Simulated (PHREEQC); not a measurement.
Make-up at 25 °C: 0.09 mol/kgw CaCl2 and 2.8 mol/kgw MgCl2. Closed to the air; pH follows from the charge balance.

Equilibrium calculation in PHREEQC: Pitzer model, pitzer.dat.

The ionic strength comes out as 8.67 mol/kgw. What activity coefficients do Cl-, Mg+2, H+, Ca+2, MgOH+ get?

Cl- 0.68, Mg+2 20, H+ 14, Ca+2 9.5, MgOH+ 1.4. Single-ion values are on the MacInnes scale.

This is a speciation only: nothing precipitates in the calculation. Species that the database lacks are ignored.
